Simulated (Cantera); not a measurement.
Input: 1 mol Al2O3, 67 mol H2, 0.39 mol N2, at 2023.15 K and 71000 Pa.

These are equilibrium values from Cantera (NASA tables, ideal gas, pure condensed phases), not measurements of a reactor. Candidate condensed phases: Al, AlN, Al2O3, H2O; 35 gas species. The numbers say what is thermodynamically allowed, not how fast it happens.

Base state: H2 0.992, N2 0.00578, H 0.00225, H2O 0.000147, Al 5.22e-5, Al2O 2.34e-5, AlH 1.16e-5 (mole fractions); condensed: Al2O3(s).

What changes in the equilibrium state with this change: Al2O3 replaced by V2O5?


| species | before | after |
|---|---|---|
| H2 | 0.992 | 0.962 |
| H2O | 0.000147 | 0.0302 |
| N2 | 0.00578 | 0.00578 |
| Al | 5.22e-5 | 0 |
| VO2 | 0 | 2.64e-5 |
| Al2O | 2.34e-5 | 0 |
| AlH | 1.16e-5 | 0 |
| H | 0.00225 | 0.00221 |
| Al2O3(s), mol | 0.996 | 0 |
| VO(s), mol | 0 | 0.0799 |
| V2O3(s), mol | 0 | 0.959 |
Mutual solubility and eutectic melting of coexisting phases are not modelled. VO: taken at fixed stoichiometry. Condensed phases not in the tables: the oxides between V2O3 and V2O5 other than VO2. Further candidate phases: V, VN, VO, V2O3, V2O4, V2O5.
